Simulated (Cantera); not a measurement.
**Equilibrium for fluorocarbon and chlorocarbon gases: CCl4 + F2 + H2**

Input: 1 mol CCl4, 1.5 mol F2, 12 mol H2, equilibrated at 0.0100 bar.

Method: chemical equilibrium by Gibbs-energy minimisation in Cantera with the NASA 1993 tables (ideal gas, pure condensed phases). Candidate condensed phases: C, C6H6, C7H8, C8H18; 135 gas species. Ions and electrons are included (thermal ionisation). Kinetics and transport are ignored.

```csv
T (K),x H,x H2,x HCl,x HF,x Cl,x F,x C,n C(graphite)
2500,0.164,0.427,0.181,0.173,0.0492,0.000139,1.66e-5,0.829
2750,0.362,0.280,0.105,0.148,0.0938,0.000724,0.000378,0.506
3000,0.565,0.128,0.0412,0.120,0.124,0.00329,0.00320,0
3250,0.678,0.0447,0.0131,0.0955,0.133,0.0136,0.0113,0
3500,0.720,0.0149,0.00410,0.0611,0.132,0.0399,0.0237,0
3750,0.737,0.00541,0.00143,0.0275,0.128,0.0691,0.0297,0
4000,0.745,0.00218,0.000568,0.0102,0.126,0.0846,0.0309,0
4250,0.748,0.000970,0.000251,0.00380,0.125,0.0904,0.0311,0
4500,0.749,0.000469,0.000122,0.00151,0.125,0.0924,0.0312,0
4750,0.749,0.000245,6.37e-5,0.000653,0.125,0.0932,0.0312,0
5000,0.750,0.000136,3.55e-5,0.000305,0.125,0.0935,0.0311,0
```
x: gas mole fraction; n: condensed amount in mol.

From 2500 K to 2750 K the condensed part is C(graphite). From 3000 K to 5000 K nothing is condensed. The main C-bearing gas is C2H2 (acetylene) at 2500 K and C at 5000 K.
